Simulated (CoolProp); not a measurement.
Values from CoolProp's reference Helmholtz-energy equation of state, Lemmon 2004. It is a short technical equation, of lower accuracy than the large ones.

Q: For n-dodecane, give the phase and the speed of sound (m/s), fugacity coefficient at 206.75 °C and 0.632 MPa; -4.35 °C and 1.93 MPa.

A: 
- 206.75 °C and 0.632 MPa: liquid; speed of sound 672, fugacity coefficient 0.124
- -4.35 °C and 1.93 MPa: liquid; speed of sound 1410, fugacity coefficient 6.96e-7
